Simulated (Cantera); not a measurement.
Source: NASA polynomial tables (part measured, part estimated), evaluated in Cantera. Values are per mole of reaction as written; species without (g) are pure solids or liquids, kept so even where they would boil at 1 bar.

Between 498 and 698 K, where is each reaction favourable under standard conditions?
- 2 MgO = O₂(g) + 2 Mg(g)


- 2 MgO = O₂(g) + 2 Mg(g): ΔG° is 1274 kJ at 498 K and 1186 kJ at 698 K; it stays positive (K < 1). ΔH° is 1490 kJ and ΔS° 435 J/K at 698 K.
